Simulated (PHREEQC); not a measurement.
Make-up at 62 °C: 1.7 mmol/kgw RbOH and 0.067 mmol/kgw CsBr. Closed to the air; pH follows from the charge balance.

Equilibrium calculation in PHREEQC: ion-association model, wateq4f.dat.

- pH = 10.20
- ionic strength = 0.00177 mol/kgw
- total alkalinity = 1.70 meq/kg

```csv
species,molality,activity,log γ
OH-,0.00170,0.00162,-0.022
Rb+,0.00170,0.00162,-0.022
Br-,6.70e-5,6.37e-5,-0.022
Cs+,6.70e-5,6.37e-5,-0.022
```

Precipitation was switched off in this run. Constants without temperature data keep their 25 °C values here.
